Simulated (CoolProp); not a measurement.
Vapour-liquid equilibrium of CH2F2 (R32) (1) + R152A (2) at 2070 kPa; x and y are mole fractions of (1).

Computed with CoolProp (multi-fluid Helmholtz-energy mixture model, Tillner-Roth 1997 and Outcalt 1996; pair parameters Bell 2016).

```csv
x,"bubble temperature, mixture model (K)","bubble temperature, Raoult's law (K)","y, mixture model","y, Raoult's law"
0.05,344.5,343.9,0.086,0.120
0.2,336.5,334.9,0.315,0.395
0.35,329.3,327.6,0.503,0.588
0.5,322.9,321.4,0.656,0.728
0.65,317.2,316.0,0.782,0.834
0.8,312.1,311.3,0.886,0.916
0.95,307.4,307.2,0.974,0.981
```

The largest gap from Raoult's law is +1.7 K in bubble temperature, at x = 0.35. No azeotrope shows between x = 0.05 and 0.95.

Pair parameters are fitted to limited data, so mixtures are less certain than the pure fluids.
